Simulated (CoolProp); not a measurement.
Computed with CoolProp (reference Helmholtz-energy equation of state, Tillner-Roth 1994).

Problem. For R134a, give the phase and the viscosity (µPa s) at 379.8 K and 101 kPa; 417.4 K and 101 kPa.

Solution. 
- 379.8 K and 101 kPa: gas; viscosity 15.0
- 417.4 K and 101 kPa: gas; viscosity 16.4

Viscosity comes from a separate model (Huber 2003), an estimate that may be off by 10 % or more.
